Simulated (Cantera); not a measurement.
What does this Cantera script print?

```python
import numpy as np
import cantera as ct

gas_names = """
    CL CLO CL2 Mg MgCL MgCL2 MgO Mg2 O O2 O3
""".split()
cond_names = """
    Mg(cr) Mg(L) MgCL2(s) MgCL2(L) MgO(s) MgO(L)
""".split()


# ... load() reads the species with a 1 bar reference pressure and builds the phases ...
atoms = {
    'MgO': {'Mg': 1, 'O': 1},
    'Cl2': {'CL': 2},
    'O2': {'O': 2},
}
top_T = {}  # K; cautious upper limits of use, not melting points


# ... equilibrate(T, P, feed) seeds the gas with the atoms and calls Mixture.equilibrate('TP', solver="vcs", rtol=1e-11, max_steps=5000) ...
results = []
feed = {'MgO': 1, 'Cl2': 1.3, 'O2': 14}  # mol
P = 100000  # Pa
for T in [900, 950, 1000, 1050, 1100, 1150, 1200, 1250, 1300, 1350, 1400, 1450, 1500, 1550]:
    mix = equilibrate(T, P, feed)
    results.append((T, P, feed, dict(zip(mix.species_names, mix.species_moles))))
    x = sorted(zip(gas.X, gas.species_names), reverse=True)
    print(f"T = {T:g} K  P = {P:g} Pa  gas = {mix.phase_moles(0):.4g} mol")
    print("   x: " + "  ".join(f"{s} {v:.3e}" for v, s in x if v > 0.0001))
    print("   condensed (mol): " + ("  ".join(f"{mix.phase(i).name} {mix.phase_moles(i):.4g}"
          for i in range(1, mix.n_phases) if mix.phase_moles(i) > 1e-12) or "none"))
```

It prints:

```
T = 900 K  P = 100000 Pa  gas = 15.3 mol
   x: O2 9.150e-01  CL2 8.495e-02
   condensed (mol): MgO(s) 1
T = 950 K  P = 100000 Pa  gas = 15.3 mol
   x: O2 9.150e-01  CL2 8.494e-02
   condensed (mol): MgO(s) 1
T = 1000 K  P = 100000 Pa  gas = 15.3 mol
   x: O2 9.150e-01  CL2 8.490e-02  CL 1.132e-04
   condensed (mol): MgO(s) 0.9999
T = 1050 K  P = 100000 Pa  gas = 15.3 mol
   x: O2 9.149e-01  CL2 8.482e-02  CL 2.307e-04
   condensed (mol): MgO(s) 0.9998
T = 1100 K  P = 100000 Pa  gas = 15.3 mol
   x: O2 9.148e-01  CL2 8.467e-02  CL 4.409e-04
   condensed (mol): MgO(s) 0.9993
T = 1150 K  P = 100000 Pa  gas = 15.31 mol
   x: O2 9.147e-01  CL2 8.440e-02  CL 7.966e-04  MgCL2 1.181e-04
   condensed (mol): MgO(s) 0.9982
T = 1200 K  P = 100000 Pa  gas = 15.31 mol
   x: O2 9.144e-01  CL2 8.390e-02  CL 1.369e-03  MgCL2 2.837e-04
   condensed (mol): MgO(s) 0.9957
T = 1250 K  P = 100000 Pa  gas = 15.32 mol
   x: O2 9.140e-01  CL2 8.305e-02  CL 2.249e-03  MgCL2 6.308e-04
   condensed (mol): MgO(s) 0.9903
T = 1300 K  P = 100000 Pa  gas = 15.34 mol
   x: O2 9.134e-01  CL2 8.163e-02  CL 3.544e-03  MgCL2 1.306e-03  CLO 1.114e-04
   condensed (mol): MgO(s) 0.98
T = 1350 K  P = 100000 Pa  gas = 15.36 mol
   x: O2 9.126e-01  CL2 7.934e-02  CL 5.370e-03  MgCL2 2.528e-03  CLO 1.557e-04
   condensed (mol): MgO(s) 0.9612
T = 1400 K  P = 100000 Pa  gas = 15.4 mol
   x: O2 9.115e-01  CL2 7.585e-02  CL 7.829e-03  MgCL2 4.574e-03  CLO 2.105e-04
   condensed (mol): MgO(s) 0.9296
T = 1450 K  P = 100000 Pa  gas = 15.44 mol
   x: O2 9.102e-01  CL2 7.082e-02  CL 1.098e-02  MgCL2 7.724e-03  CLO 2.750e-04
   condensed (mol): MgO(s) 0.8807
T = 1500 K  P = 100000 Pa  gas = 15.51 mol
   x: O2 9.086e-01  CL2 6.411e-02  CL 1.479e-02  MgCL2 1.214e-02  CLO 3.467e-04
   condensed (mol): MgO(s) 0.8117
T = 1550 K  P = 100000 Pa  gas = 15.59 mol
   x: O2 9.068e-01  CL2 5.591e-02  CL 1.914e-02  MgCL2 1.771e-02  CLO 4.212e-04
   condensed (mol): MgO(s) 0.7239
```

Cantera equilibrium calculation (NASA polynomials, part measured and part estimated; ideal gas, pure solids and liquids).
